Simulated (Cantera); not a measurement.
Feed: 1 mol H2S, 0.89 mol O2, equilibrated at 2423.15 K and 7.50 Torr.

Cantera equilibrium calculation (NASA polynomials, part measured and part estimated; ideal gas, pure solids and liquids). Candidate condensed phases: H2O, H2SO4, S; 19 gas species. The numbers say what is thermodynamically allowed, not how fast it happens.

Base state: H2O 0.218, SO2 0.218, H2 0.211, SO 0.183, H 0.0815, S 0.0401, S2 0.0163, OH 0.0160 (mole fractions); condensed: gas only.

### Question
What changes in the equilibrium state with this change: pressure from 7.50 Torr to 25500 Torr?

### Answer
```json
[
 {"species": "H2O", "before": "0.218", "after": "0.451"},
 {"species": "SO2", "before": "0.218", "after": "0.261"},
 {"species": "S2", "before": "0.0163", "after": "0.102"},
 {"species": "SO", "before": "0.183", "after": "0.0415"},
 {"species": "H2", "before": "0.211", "after": "0.0824"},
 {"species": "H", "before": "0.0815", "after": "0.000873"},
 {"species": "H2S", "before": "0.000615", "after": "0.0350"},
 {"species": "S", "before": "0.0401", "after": "0.00172"},
 {"species": "OH", "before": "0.0160", "after": "0.000904"},
 {"species": "SH", "before": "0.00908", "after": "0.0142"},
 {"species": "O", "before": "0.00411", "after": "6.39e-6"},
 {"species": "O2", "before": "0.00175", "after": "1.44e-5"},
 {"species": "S2O", "before": "0.000294", "after": "0.00971"}
]
```
The ideal-gas law is rough above about 30 bar.

### Question
What changes in the equilibrium state with this change: temperature from 2423.15 K to 1725 K?

### Answer
```tsv
species	before	after
H2O	0.218	0.415
SO2	0.218	0.279
H2	0.211	0.140
SO	0.183	0.0300
S2	0.0163	0.120
OH	0.0160	0.000113
H	0.0815	0.000696
S	0.0401	0.00137
O	0.00411	4.46e-7
O2	0.00175	5.89e-7
H2S	0.000615	0.00684
S2O	0.000294	0.00163
```
